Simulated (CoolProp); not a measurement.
The numbers come from the reference Helmholtz-energy equation of state, Lemmon 2006 in CoolProp. It is a short technical equation, of lower accuracy than the large ones.

Q: For carbonyl sulfide, give the phase and the speed of sound (m/s), isothermal compressibility (1/MPa) at 256.2 K and 955 kPa; 256.2 K and 1590 kPa.

A: 
- 256.2 K and 955 kPa: liquid; speed of sound 881, isothermal compressibility 0.00205
- 256.2 K and 1590 kPa: liquid; speed of sound 885, isothermal compressibility 0.00203
